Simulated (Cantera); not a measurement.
Charge: 1 mol Hg, 0.18 mol H2, 88 mol N2, at 627 °C and 6.70 bar.

Cantera equilibrium calculation (NASA polynomials, part measured and part estimated; ideal gas, pure solids and liquids). Candidate condensed phases: Hg; 10 gas species. Kinetics and transport are ignored.

Base state: N2 0.987, Hg 0.0112, H2 0.00202 (mole fractions); condensed: gas only.

Q: What changes in the equilibrium state with this change: Hg replaced by PbO?

A: 
```csv
species,before,after
N2,0.987,0.998
H2O,0,0.00204
H2,0.00202,2.04e-7
Hg,0.0112,0
"Pb(l), mol",0,0.180
"PbO(yellow), mol",0,0.820
```
Further candidate phases: H2O, Pb, PbO, PbO2, Pb3O4.
